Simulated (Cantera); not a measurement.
A perfectly stirred reactor is fed with H₂ : O₂ : N₂ = 1.5 : 1 : 2.7 (molar parts), equivalence ratio 0.75, at 13300 Pa; it is held at 1223 K, and followed from long to short residence time.

Cantera simulation using GRI-Mech 3.0 (53 species, 325 reactions); the numbers are that mechanism's predictions, not measurements. The temperature is held fixed by assumption; the heat of reaction is taken as removed at once.

One state of this run: x H₂ = 0.00163; x O₂ = 0.0566; x NO = 5.07e-7; x H₂O₂ = 1.27e-6; x O = 0.000355; x H₂O = 0.334; x HO₂ = 8.63e-6. x: mole fraction; the columns are a selection and need not sum to one.

Question: Which value of τ (s) does it belong to?
A) 2.1
B) 6.6
C) 0.69
D) 0.22

Answer: D, 0.22
